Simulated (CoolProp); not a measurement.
A single-stage vapour-compression cycle with R13: evaporating at 205.15 K (dew point), condensing at 249.15 K (bubble point), superheat 10 K, subcooling 0 K, compressor efficiency 0.85, no pressure losses. Each further row changes one setting.

The numbers come from the reference Helmholtz-energy equation of state, Platzer 1990 in CoolProp. This equation is an older, rougher fit; its heat capacities, sound speeds and derivatives of the liquid may be far off and weren't checked against measurements.

```
case                              cooling COP  pressure ratio  discharge temperature (K)  refrigerating effect (kJ/kg)  volumetric capacity (kJ/m³)
--------------------------------  -----------  --------------  -------------------------  ----------------------------  ---------------------------
as stated                                3.07            5.15                      284.5                           105                         1280
evaporating temperature 210.15 K          [?]            4.12                      280.7                           [?]                          [?]
condensing temperature 244.15 K           [?]             [?]                        [?]                           110                         1340
subcooling 5 K                           3.22            5.15                      284.5                           110                         1340
superheat 20 K                            [?]            5.15                      295.3                           111                         1280
compressor efficiency 0.75                [?]            5.15                      290.9                           105                         1280
```

Task: What belongs in the gaps?

Result: 
- evaporating temperature 210.15 K, cooling COP: 3.63
- evaporating temperature 210.15 K, refrigerating effect (kJ/kg): 107
- evaporating temperature 210.15 K, volumetric capacity (kJ/m³): 1610
- condensing temperature 244.15 K, cooling COP: 3.58
- condensing temperature 244.15 K, pressure ratio: 4.41
- condensing temperature 244.15 K, discharge temperature (K): 277.4
- superheat 20 K, cooling COP: 3.06
- compressor efficiency 0.75, cooling COP: 2.71
